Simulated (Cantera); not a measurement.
A closed system holds: 1 mol N2O, 0.075 mol SO2, 1.8 mol O2, equilibrated at 1927 °C and 0.133 bar.

Equilibrium computed with Cantera from the NASA thermochemical tables; the gas is ideal and each condensed phase is pure. Candidate condensed phases: S; 17 gas species. Kinetics and transport are ignored.

Base state: O2 0.670, N2 0.289, SO2 0.0221, NO 0.0136, O 0.00606, SO 5.70e-5, SO3 2.23e-5, NO2 1.14e-5 (mole fractions); condensed: gas only.

Question: What changes in the equilibrium state with this change: temperature from 1927 °C to 725 °C?

Answer: 
| species | before | after |
|---|---|---|
| O2 | 0.670 | 0.680 |
| N2 | 0.289 | 0.297 |
| SO2 | 0.0221 | 0.0143 |
| NO | 0.0136 | 3.39e-5 |
| O | 0.00606 | <1e-9 |
| SO | 5.70e-5 | <1e-9 |
